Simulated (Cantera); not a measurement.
A Cantera script and its output.

```python
import numpy as np
import cantera as ct

gas = ct.Solution("gri30.yaml")
gas.TPX = 1698, 100, {'CH4': 1, 'N2': 10}
reactor = ct.IdealGasConstPressureReactor(gas, energy="off", clone=False)
net = ct.ReactorNet([reactor])
net.rtol, net.atol = 1e-08, 1e-18
show = ['CH4', 'C2H', 'HCN', 'C2H6', 'C2H2', 'CH2', 'H']
times = np.geomspace(1e-06, 200, 14)

steps = ct.SolutionArray(gas, extra=["t"])
rows = []
print(f"{'t/s':>10s}{'T/K':>9s}{'P/Pa':>11s}" + "".join(f"{s:>11s}" for s in show))
for t in times:
    while net.time < t:
        t_next = net.step()
        steps.append(gas.state, t=t_next)
    rows.append([np.interp(t, steps.t, y) for y in (steps.T, steps.P, *steps(*show).X.T)])
    print(f"{t:10.3e}{rows[-1][0]:9.1f}{rows[-1][1]:11.4g}" + "".join(f"{x:11.3e}" for x in rows[-1][2:]))
rate = np.gradient(steps.T, steps.t)
print("integrator steps:", len(steps.t))
if steps.T.max() > steps.T[0] + 200:
    print(f"time of steepest temperature rise: {steps.t[rate.argmax()]:.4e} s")
gas.TPX = 1698, 100, {'CH4': 1, 'N2': 10}
gas.equilibrate("TP")
print(f"equilibrium (TP): T = {gas.T:.1f} K  " + "  ".join(f"{s} {gas[s].X[0]:.3e}" for s in show))
```

It prints:

```
       t/s      T/K       P/Pa        CH4        C2H        HCN       C2H6       C2H2        CH2          H
 1.000e-06   1698.0        100  9.091e-02  4.764e-40  1.085e-24  3.182e-23  4.950e-28  5.007e-20  1.123e-09
 4.351e-06   1698.0        100  9.091e-02  1.076e-36  8.299e-23  2.529e-21  1.551e-25  1.030e-18  4.863e-09
 1.893e-05   1698.0        100  9.091e-02  3.842e-33  5.929e-21  2.105e-19  4.800e-23  3.515e-17  2.071e-08
 8.234e-05   1698.0        100  9.091e-02  1.620e-29  3.207e-19  1.962e-17  1.297e-20  3.015e-15  8.232e-08
 3.582e-04   1698.0        100  9.091e-02  6.281e-26  1.110e-17  2.386e-15  4.031e-18  2.536e-13  2.498e-07
 1.558e-03   1698.0        100  9.091e-02  4.335e-22  3.097e-16  3.511e-13  4.369e-15  1.057e-11  3.809e-07
 6.780e-03   1698.0        100  9.089e-02  1.951e-18  7.162e-15  3.603e-11  4.043e-12  1.794e-10  3.855e-07
 2.950e-02   1698.0        100  9.084e-02  4.338e-15  1.784e-13  2.160e-09  1.947e-09  2.686e-09  3.985e-07
 1.283e-01   1698.0        100  9.058e-02  7.146e-12  7.238e-12  6.802e-08  7.537e-07  4.421e-08  6.589e-07
 5.583e-01   1698.0        100  8.713e-02  3.175e-09  1.282e-09  1.322e-06  2.748e-04  6.219e-07  6.922e-06
 2.429e+00   1698.0        100  4.269e-02  1.876e-07  4.011e-07  2.781e-06  1.973e-02  1.621e-06  1.091e-04
 1.057e+01   1698.0        100  7.466e-03  4.937e-07  3.792e-06  2.058e-07  3.801e-02  7.667e-07  2.684e-04
 4.597e+01   1698.0        100  4.630e-04  1.205e-06  1.739e-05  2.740e-09  4.141e-02  2.633e-07  6.527e-04
 2.000e+02   1698.0        100  9.448e-06  2.744e-06  5.224e-05  3.076e-12  4.160e-02  2.801e-08  1.481e-03
integrator steps: 1637
equilibrium (TP): T = 1698.0 K  CH4 6.331e-07  C2H 9.112e-07  HCN 5.803e-02  C2H6 2.178e-14  C2H2 1.261e-02  CH2 2.258e-09  H 1.622e-03
```

Model: GRI-Mech 3.0 (53 species, 325 reactions), integrated in Cantera. GRI-Mech 3.0 stops at C3 and has no aromatics, soot or wall deposition, so with more carbon than oxygen in the feed, carbon stays in small species such as C2H2 where larger ones or solid carbon would form. Radical loss at walls, strong at low pressure, is not modelled.
